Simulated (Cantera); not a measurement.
**N2O furnace oxynitridation**

An isothermal, constant-pressure homogeneous reactor starts with 81.0 % N2O, 19.0 % N2, at 1073 K and 15.8 Torr.

Computed with Cantera and GRI-Mech 3.0 (53 species, 325 reactions). GRI-Mech 3.0 was tuned for natural gas; its chemistry of N2O as a main component is partial and can be far from experiment. Radical loss at walls, strong at low pressure, is not modelled. The mechanism lacks the step 2 NO + O2 → 2 NO2, which can matter for NO2 below about 1400 K. The temperature is held fixed by assumption; the heat of reaction is taken as removed at once.

| t (s) | x N2O | x N2 | x NO2 | x NO | x O2 | x O |
|---|---|---|---|---|---|---|
| 0.000400 | 0.810 | 0.190 | <1e-12 | 4.81e-9 | 3.78e-8 | 1.01e-7 |
| 0.00159 | 0.810 | 0.190 | <1e-12 | 4.48e-8 | 3.53e-7 | 1.86e-7 |
| 0.00633 | 0.810 | 0.190 | <1e-12 | 2.43e-7 | 1.91e-6 | 1.98e-7 |
| 0.0252 | 0.809 | 0.190 | <1e-12 | 1.04e-6 | 8.17e-6 | 1.98e-7 |
| 0.100 | 0.809 | 0.191 | 1.29e-11 | 4.20e-6 | 3.31e-5 | 1.98e-7 |
| 0.399 | 0.809 | 0.191 | 2.02e-10 | 1.68e-5 | 0.000132 | 1.98e-7 |
| 1.59 | 0.808 | 0.191 | 2.96e-9 | 6.67e-5 | 0.000525 | 1.98e-7 |
| 6.32 | 0.803 | 0.194 | 3.53e-8 | 0.000265 | 0.00208 | 1.98e-7 |
| 25.1 | 0.785 | 0.206 | 2.57e-7 | 0.00104 | 0.00817 | 1.98e-7 |
| 100 | 0.718 | 0.248 | 1.18e-6 | 0.00390 | 0.0307 | 1.97e-7 |
x: mole fraction; the columns are a selection and need not sum to one.

Equilibrium at this temperature and pressure: N2O 7.83e-10, N2 0.712, NO2 4.19e-7, NO 7.40e-5, O2 0.288, O 4.64e-9 (gas phase only).
